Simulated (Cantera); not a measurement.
Feed: 1 mol C₃H₈, 0.0079 mol O₂, 0.17 mol N₂, held at 950 K and 0.000180 bar.

Method: chemical equilibrium by Gibbs-energy minimisation in Cantera with the NASA 1993 tables (ideal gas, pure condensed phases). Candidate condensed phases: C, C₆H₆, C₇H₈, C₈H₁₈, H₂O; 136 gas species. Rates play no part.

Base state: H₂ 0.956, N₂ 0.0406, CO 0.00377, CH₄ 2.75e-5 (mole fractions); condensed: C(graphite).

Question: What changes in the equilibrium state with this change: C₃H₈ replaced by CO?

Answer: 
```csv
species,before,after
CO,0.00377,0.841
N₂,0.0406,0.145
CO₂,4.29e-9,0.0135
H₂,0.956,0
CH₄,2.75e-5,0
"C(graphite), mol",2.98,0
```
